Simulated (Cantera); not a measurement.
Charge: 1 mol Cu₂O, 2.6 mol C, 0.24 mol CO, at 1 atm.

Cantera equilibrium calculation (NASA polynomials, part measured and part estimated; ideal gas, pure solids and liquids). Candidate condensed phases: C, Cu, CuO, Cu₂O; 15 gas species. Equilibrium is a limit: real reactors are often held back by kinetics, nucleation or transport.

Q: Which condensed phases are stable at each of these points (T (°C)): 527, 627, 727, 827, 927, 1027, 1127, 1227?

A: 
```tsv
T (°C)	condensed phases	Cu condensed (%)
527	C(graphite) + Cu(s)	100.0
627	C(graphite) + Cu(s)	100.0
727	C(graphite) + Cu(s)	100.0
827	C(graphite) + Cu(s)	100.0
927	C(graphite) + Cu(s)	100.0
1027	C(graphite) + Cu(s)	100.0
1127	C(graphite) + Cu(l)	100.0
1227	C(graphite) + Cu(l)	100.0
```

From 527 °C to 1027 °C the condensed part is C(graphite) + Cu(s). From 1127 °C to 1227 °C the condensed part is C(graphite) + Cu(l).
